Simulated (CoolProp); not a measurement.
Values from CoolProp's reference Helmholtz-energy equation of state, Thol 2021.

**Question.** Give the vapour pressure (bar), vapour density (kg/m³), enthalpy of vaporisation (kJ/kg), liquid cp (kJ/(kg K)) of saturated chlorine at 400.2 K.

**Answer.** 
```csv
T (K),p (bar),vapour density (kg/m³),enthalpy of vaporisation (kJ/kg),liquid cp (kJ/(kg K))
400.2,59.8,236,115,2.02
```
